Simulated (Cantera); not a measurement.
Input (Python, Cantera) and output of one run.

```python
import numpy as np
import cantera as ct

gas_names = """
    H HO2 H2 H2O H2O2 Mg MgH MgO MgOH MgO2H2 Mg2 O OH O2 O3
""".split()
cond_names = """
    H2O(s) H2O(L) Mg(cr) Mg(L) MgO(s) MgO(L) MgO2H2(s)
""".split()


# ... load() reads the species with a 1 bar reference pressure and builds the phases ...
atoms = {
    'MgO': {'Mg': 1, 'O': 1},
    'H2': {'H': 2},
}
top_T = {}  # K; cautious upper limits of use, not melting points


# ... equilibrate(T, P, feed) seeds the gas with the atoms and calls Mixture.equilibrate('TP', solver="vcs", rtol=1e-11, max_steps=5000) ...
results = []
feed = {'MgO': 1, 'H2': 0.29}  # mol
P = 133.322  # Pa
for T in [1775, 1825, 1875, 1925, 1975, 2025, 2075, 2125, 2175, 2225, 2275]:
    mix = equilibrate(T, P, feed)
    results.append((T, P, feed, dict(zip(mix.species_names, mix.species_moles))))
    x = sorted(zip(gas.X, gas.species_names), reverse=True)
    print(f"T = {T:g} K  P = {P:g} Pa  gas = {mix.phase_moles(0):.4g} mol")
    print("   x: " + "  ".join(f"{s} {v:.3e}" for v, s in x if v > 1e-06))
    print("   condensed (mol): " + ("  ".join(f"{mix.phase(i).name} {mix.phase_moles(i):.4g}"
          for i in range(1, mix.n_phases) if mix.phase_moles(i) > 1e-12) or "none"))
```

Output:

```
T = 1775 K  P = 133.322 Pa  gas = 0.2962 mol
   x: H2 9.583e-01  Mg 1.694e-02  H2O 1.694e-02  H 7.760e-03  MgOH 1.091e-05  OH 8.544e-06  MgH 8.053e-06
   condensed (mol): MgO(s) 0.995
T = 1825 K  P = 133.322 Pa  gas = 0.2996 mol
   x: H2 9.360e-01  Mg 2.612e-02  H2O 2.611e-02  H 1.167e-02  MgOH 2.344e-05  OH 2.276e-05  MgH 1.274e-05
   condensed (mol): MgO(s) 0.9922
T = 1875 K  P = 133.322 Pa  gas = 0.3045 mol
   x: H2 9.046e-01  Mg 3.910e-02  H2O 3.906e-02  H 1.707e-02  OH 5.748e-05  MgOH 4.798e-05  MgH 1.943e-05  MgO 1.123e-06
   condensed (mol): MgO(s) 0.9881
T = 1925 K  P = 133.322 Pa  gas = 0.3115 mol
   x: H2 8.619e-01  Mg 5.682e-02  H2O 5.671e-02  H 2.431e-02  OH 1.382e-04  MgOH 9.377e-05  MgH 2.852e-05  MgO 3.343e-06  O 2.908e-06  MgO2H2 1.193e-06
   condensed (mol): MgO(s) 0.9823
T = 1975 K  P = 133.322 Pa  gas = 0.3212 mol
   x: H2 8.058e-01  Mg 8.014e-02  H2O 7.985e-02  H 3.364e-02  OH 3.176e-04  MgOH 1.751e-04  MgH 4.016e-05  O 9.756e-06  MgO 9.414e-06  MgO2H2 2.561e-06
   condensed (mol): MgO(s) 0.9742
T = 2025 K  P = 133.322 Pa  gas = 0.3344 mol
   x: H2 7.352e-01  Mg 1.096e-01  H2O 1.089e-01  H 4.520e-02  OH 6.997e-04  MgOH 3.122e-04  MgH 5.409e-05  O 3.124e-05  MgO 2.517e-05  MgO2H2 5.213e-06  O2 1.989e-06
   condensed (mol): MgO(s) 0.9632
T = 2075 K  P = 133.322 Pa  gas = 0.3518 mol
   x: H2 6.504e-01  Mg 1.450e-01  H2O 1.435e-01  H 5.883e-02  OH 1.482e-03  MgOH 5.315e-04  O 9.613e-05  MgH 6.934e-05  MgO 6.413e-05  MgO2H2 1.005e-05  O2 9.068e-06
   condensed (mol): MgO(s) 0.9487
T = 2125 K  P = 133.322 Pa  gas = 0.3742 mol
   x: H2 5.537e-01  Mg 1.856e-01  H2O 1.822e-01  H 7.401e-02  OH 3.021e-03  MgOH 8.623e-04  O 2.862e-04  MgO 1.562e-04  MgH 8.417e-05  O2 4.005e-05  MgO2H2 1.834e-05
   condensed (mol): MgO(s) 0.9301
T = 2175 K  P = 133.322 Pa  gas = 0.4022 mol
   x: H2 4.504e-01  Mg 2.291e-01  H2O 2.221e-01  H 8.972e-02  OH 5.942e-03  MgOH 1.331e-03  O 8.296e-04  MgO 3.651e-04  O2 1.730e-04  MgH 9.626e-05  MgO2H2 3.156e-05
   condensed (mol): MgO(s) 0.9071
T = 2225 K  P = 133.322 Pa  gas = 0.4367 mol
   x: H2 3.471e-01  Mg 2.731e-01  H2O 2.581e-01  H 1.045e-01  OH 1.126e-02  O 2.350e-03  MgOH 1.951e-03  MgO 8.207e-04  O2 7.351e-04  MgH 1.033e-04  MgO2H2 5.099e-05
   condensed (mol): MgO(s) 0.8795
T = 2275 K  P = 133.322 Pa  gas = 0.4807 mol
   x: Mg 3.155e-01  H2O 2.825e-01  H2 2.509e-01  H 1.165e-01  OH 2.042e-02  O 6.502e-03  O2 3.066e-03  MgOH 2.704e-03  MgO 1.779e-03  MgH 1.040e-04  MgO2H2 7.642e-05
   condensed (mol): MgO(s) 0.8461
```

Equilibrium computed with Cantera from the NASA thermochemical tables; the gas is ideal and each condensed phase is pure. The tables' values for MgH are old estimates; treat these amounts as uncertain.
